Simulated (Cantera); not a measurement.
Feed: 1 mol Fe3O4, 2.6 mol HCl, 0.35 mol H2, held at 1300 °C and 3.60 bar.

Equilibrium computed with Cantera from the NASA thermochemical tables; the gas is ideal and each condensed phase is pure. Candidate condensed phases: Fe, FeCl2, FeCl3, FeO, Fe(OH)2, Fe(OH)3, Fe2O3, Fe3O4, H2O; 22 gas species. Mutual solubility and eutectic melting of coexisting phases are not modelled. The tables' stoichiometric FeO is somewhat more stable than real wüstite, so its field is too wide. FeO: taken at fixed stoichiometry. The numbers say what is thermodynamically allowed, not how fast it happens.

Base state: HCl 0.436, H2O 0.338, FeCl2 0.214, H2 0.00578, Fe2Cl4 0.00387, FeCl3 0.00181, Cl 9.79e-5, Fe(OH)2 1.02e-5 (mole fractions); condensed: FeO(s) + Fe3O4(s).

### Question
What changes in the equilibrium state with this change: Fe3O4 replaced by Al2O3?

### Answer
```
species         before    after
-------------  -------  -------
HCl              0.436    0.866
H2             0.00578    0.119
H2O              0.338  0.00885
FeCl2            0.214        0
AlCl3                0  0.00589
Fe2Cl4         0.00387        0
FeCl3          0.00181        0
Fe(OH)2        1.02e-5        0
FeO(s), mol      0.351        0
Fe3O4(s), mol    0.664        0
Al2O3(s), mol        0    0.991
```
Gases not in the tables: Al(OH)3. Further candidate phases: Al, AlCl3, Al2O3.

### Question
What changes in the equilibrium state with this change: HCl from 2.6 to 0.031 mol?

### Answer
```json
[
 {"species": "H2O", "before": "0.338", "after": "0.906"},
 {"species": "HCl", "before": "0.436", "after": "0.0764"},
 {"species": "H2", "before": "0.00578", "after": "0.0155"},
 {"species": "FeCl2", "before": "0.214", "after": "0.00245"},
 {"species": "Fe2Cl4", "before": "0.00387", "after": "5.09e-7"},
 {"species": "FeCl3", "before": "0.00181", "after": "2.22e-6"},
 {"species": "Cl", "before": "9.79e-5", "after": "1.05e-5"},
 {"species": "Fe(OH)2", "before": "1.02e-5", "after": "2.74e-5"},
 {"species": "FeO(s), mol", "before": "0.351", "after": "1.03"},
 {"species": "Fe3O4(s), mol", "before": "0.664", "after": "0.656"}
]
```
